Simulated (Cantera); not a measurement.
Stirred combustor or abatement burner

A perfectly stirred reactor is fed with CO : H₂ : O₂ : N₂ = 1 : 0.068 : 0.485 : 1.83 (molar parts), at 10.0 bar; it is adiabatic with a 725 K inlet, and is followed from long to short residence time, starting on the burning branch (τ in s: 0.27, 0.1, 0.04, 0.015, 0.0058, 0.0022, 0.00084, 0.00032, 0.00012, 4.7e-05, 1.8e-05, 6.9e-06).

Computed with Cantera and GRI-Mech 3.0 (53 species, 325 reactions). The hydrogen kinetics of GRI-Mech 3.0 are dated; newer H2 mechanisms differ, most at raised pressure.

| τ (s) | T (K) | x CO | x H₂ | x O₂ | x N₂O | x NO |
|---|---|---|---|---|---|---|
| 0.27 | 2673 | 0.0669 | 0.000759 | 0.0127 | 1.04e-6 | 0.00664 |
| 0.10 | 2673 | 0.0669 | 0.000760 | 0.0127 | 1.04e-6 | 0.00660 |
| 0.040 | 2671 | 0.0671 | 0.000762 | 0.0129 | 1.05e-6 | 0.00652 |
| 0.015 | 2668 | 0.0676 | 0.000769 | 0.0132 | 1.06e-6 | 0.00631 |
| 0.0058 | 2660 | 0.0689 | 0.000784 | 0.0140 | 1.10e-6 | 0.00584 |
| 0.0022 | 2638 | 0.0720 | 0.000823 | 0.0159 | 1.19e-6 | 0.00489 |
| 0.00084 | 2591 | 0.0785 | 0.000909 | 0.0197 | 1.38e-6 | 0.00343 |
| 0.00032 | 2504 | 0.0899 | 0.00107 | 0.0257 | 1.66e-6 | 0.00185 |
| 0.00012 | 2373 | 0.106 | 0.00130 | 0.0335 | 1.87e-6 | 0.000753 |
| 4.7e-5 | 2216 | 0.124 | 0.00154 | 0.0417 | 1.92e-6 | 0.000306 |
| 1.8e-5 | 2010 | 0.147 | 0.00174 | 0.0528 | 1.87e-6 | 0.000137 |
| 6.9e-6 | 725 | 0.296 | 0.0201 | 0.143 | <1e-12 | <1e-12 |
x: mole fraction; the columns are a selection and need not sum to one.
